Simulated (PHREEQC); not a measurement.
## Metal-bearing waste water (model solution)

Dissolve 0.047 mol NiSO4, 0.00019 mol NiCl2 and 7.2e-05 mol HCl per kg of water at 41 °C. It is in equilibrium with CO2 at log p = -3.5 (atm). Otherwise closed; pH follows from the charge balance.

The numbers come from PHREEQC with the ion-association model, wateq4f.dat.

Each row changes one thing in this solution. This is a speciation only: nothing precipitates in the calculation.

| case | pH | ionic strength (mol/kgw) | Ni+2 (mol/kgw) | SO4-2 (mol/kgw) | NiSO4 (mol/kgw) | HSO4- (mol/kgw) | SI of Morenosite (NiSO4:7H2O) |
|---|---|---|---|---|---|---|---|
| as made | 4.61 | 0.109 | 0.0273 | 0.0270 | 0.0199 | 4.28e-5 | -1.79 |
| HCl from 7.2e-05 to 6.48e-05 mol/kgw | [?] | 0.109 | 0.0273 | 0.0270 | 0.0199 | 3.86e-5 | -1.79 |
| NiSO4 from 0.047 to 0.0047 mol/kgw | [?] | 0.0150 | 0.00378 | 0.00358 | 0.00110 | 1.72e-5 | [?] |
| temperature from 41 to 85 °C | 4.92 | 0.105 | 0.0263 | 0.0260 | 0.0209 | 6.20e-5 | [?] |
| NiSO4 from 0.047 to 0.0517 mol/kgw | 4.63 | 0.118 | 0.0296 | 0.0294 | 0.0222 | 4.39e-5 | [?] |

Complete the blanks.


- HCl from 7.2e-05 to 6.48e-05 mol/kgw, pH: 4.66
- NiSO4 from 0.047 to 0.0047 mol/kgw, pH: 4.31
- NiSO4 from 0.047 to 0.0047 mol/kgw, SI of Morenosite (NiSO4:7H2O): -3.05
- temperature from 41 to 85 °C, SI of Morenosite (NiSO4:7H2O): -2.15
- NiSO4 from 0.047 to 0.0517 mol/kgw, SI of Morenosite (NiSO4:7H2O): -1.74

Species that the database lacks are ignored. At this temperature some constants are extrapolated from 25 °C, and those without enthalpy data are left unchanged.
